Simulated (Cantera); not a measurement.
Thermodynamics of oxide etching and cleaning by halides, feed CaO + Cl₂ + H₂

Input: 1 mol CaO, 3.8 mol Cl₂, a varied amount of H₂, held at 1325 K and 100000 Pa.

These are equilibrium values from Cantera (NASA tables, ideal gas, pure condensed phases), not measurements of a reactor. Candidate condensed phases: Ca, CaCl₂, CaO, Ca(OH)₂, H₂O; 21 gas species. Condensed phases not in the tables: oxide chlorides. The numbers say what is thermodynamically allowed, not how fast it happens.

| n(H₂) (mol) | x HCl | x H₂ | x Cl₂ | x H₂O | x O₂ | n CaCl₂(l) |
|---|---|---|---|---|---|---|
| 1.2 | 0.508 | 5.56e-9 | 0.365 | 0.0134 | 0.105 | 1.000 |
| 1.5 | 0.586 | 9.35e-9 | 0.290 | 0.0214 | 0.0941 | 1.000 |
| 1.7 | 0.631 | 1.27e-8 | 0.246 | 0.0280 | 0.0870 | 1.000 |
| 2.1 | 0.703 | 2.24e-8 | 0.174 | 0.0448 | 0.0719 | 1.000 |
| 2.5 | 0.755 | 3.82e-8 | 0.118 | 0.0669 | 0.0553 | 0.999 |
| 2.9 | 0.789 | 6.54e-8 | 0.0751 | 0.0940 | 0.0372 | 0.999 |
| 3.5 | 0.822 | 1.94e-7 | 0.0274 | 0.139 | 0.00918 | 0.999 |
| 4.1 | 0.812 | 0.0435 | 1.19e-7 | 0.145 | <1e-12 | 0.999 |
| 4.9 | 0.727 | 0.143 | 2.92e-8 | 0.130 | <1e-12 | 0.999 |
| 5.8 | 0.651 | 0.233 | 1.44e-8 | 0.116 | <1e-12 | 0.999 |
| 6.9 | 0.577 | 0.320 | 8.22e-9 | 0.103 | <1e-12 | 0.999 |
| 8.2 | 0.509 | 0.400 | 5.11e-9 | 0.0909 | <1e-12 | 0.999 |
| 9.7 | 0.448 | 0.472 | 3.35e-9 | 0.0800 | <1e-12 | 0.999 |
x: gas mole fraction; n: condensed amount in mol.

From 1.2 mol H₂ to 9.7 mol H₂ the condensed part is CaCl₂(l). The main Ca-bearing gas is CaCl₂ throughout.
